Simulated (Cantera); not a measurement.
Charge: 1 mol Si, 1.3 mol SF6, 18 mol N2, held at 727 °C and 10000 Pa.

Cantera equilibrium calculation (NASA polynomials, part measured and part estimated; ideal gas, pure solids and liquids). Candidate condensed phases: S, Si, Si3N4; 29 gas species. The tables' values for S2F2 (SSF2), SF3 are old estimates; treat these amounts as uncertain. Kinetics and transport are ignored.

**Question.** What is the equilibrium state?

**Answer.** 
```
Quantity                             Result
--------------------------------  ---------
x(N2)                                 0.896
x(SiF4)                              0.0498
x(SF4)                               0.0393
x(S2F2 (SSF2))                       0.0105
x(SF2)                              0.00293
x(SF3)                              0.00113
x(SF6)                             0.000254
x(FS2F (FSSF))                      5.52e-6
gas amount                        20.09 mol
log10 activity of S(l) (absent)       -4.62
log10 activity of Si(s) (absent)     -49.14
```
